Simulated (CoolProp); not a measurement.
Toluene at 298.15 K and 4.07 MPa is throttled through a valve to 2.7 MPa with no heat exchange. Each further row changes one setting.

Values from CoolProp's reference Helmholtz-energy equation of state, Lemmon 2006. It is a short technical equation, of lower accuracy than the large ones.

```json
[
 {"case": "as stated", "temperature change (K)": "[?]", "final density (kg/m³)": "[?]"},
 {"case": "outlet pressure 0.81 MPa", "temperature change (K)": "+1.5", "final density (kg/m³)": "[?]"},
 {"case": "outlet pressure 3.51 MPa", "temperature change (K)": "[?]", "final density (kg/m³)": "865"}
]
```

### Question
Complete the blanks.

### Answer

- as stated, temperature change (K): +0.6
- as stated, final density (kg/m³): 864
- outlet pressure 0.81 MPa, final density (kg/m³): 861
- outlet pressure 3.51 MPa, temperature change (K): +0.3
